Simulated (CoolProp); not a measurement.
A single-stage vapour-compression cycle with the fluid: evaporating at 300.15 K (dew point), condensing at 349.15 K (bubble point), superheat 2 K, subcooling 0 K, compressor efficiency 0.8, no pressure losses. The same conditions are run with several fluids, on thermodynamics alone (safety and materials aside).

Model: reference Helmholtz-energy equation of state of each fluid (n-perfluorobutane: Gao 2022; R124: de Vries 1995; isobutane: Bücker 2006; cyclopentane: Gedanitz 2015; R1336mzz(E): Akasaka 2023; R245ca: Zhou 2016), in CoolProp.

Q: Rank n-perfluorobutane, R124, isobutane, cyclopentane, R1336mzz(E), R245ca by cooling COP, highest first.

A: cyclopentane (4.19), R245ca (3.80), isobutane (3.50), R124 (3.43), R1336mzz(E) (3.36), n-perfluorobutane (2.25)

| fluid | pressure ratio | discharge temperature (K) | refrigerating effect (kJ/kg) | volumetric capacity (kJ/m³) |
|---|---|---|---|---|
| n-perfluorobutane | 3.70 | 349.2 | 30.0 | 899 |
| R124 | 3.55 | 352.3 | 87.4 | 2170 |
| isobutane | 3.33 | 349.1 | 201 | 1920 |
| cyclopentane | 4.94 | 361.1 | 312 | 407 |
| R1336mzz(E) | 4.16 | 349.1 | 81.6 | 1200 |
| R245ca | 4.75 | 349.2 | 135 | 812 |

The compression ends wet for: n-perfluorobutane; isobutane; R1336mzz(E); R245ca.
